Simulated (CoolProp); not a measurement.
Vapour-liquid equilibrium of dimethyl ether (1) + n-pentane (2) at 179 kPa; x and y are mole fractions of (1).

Computed with CoolProp (multi-fluid Helmholtz-energy mixture model, Wu 2011 and Thol 2019; pair parameters Bell 2016).

```csv
x,"bubble temperature, mixture model (K)","bubble temperature, Raoult's law (K)","y, mixture model","y, Raoult's law"
0.05,321.0,318.0,0.202,0.281
0.2,300.2,299.3,0.671,0.681
0.35,283.7,287.4,0.863,0.836
0.5,274.1,279.0,0.930,0.911
0.65,269.1,272.7,0.957,0.953
0.8,266.1,267.7,0.972,0.979
0.95,263.3,263.5,0.991,0.996
```

The largest gap from Raoult's law is -4.9 K in bubble temperature, at x = 0.5. No azeotrope shows between x = 0.05 and 0.95.

The pair parameters rest on a limited set of measurements; away from them the model extrapolates. The gap from Raoult's law changes sign with composition, which may be real or a fault of the pair parameters; it wasn't checked against measurements.
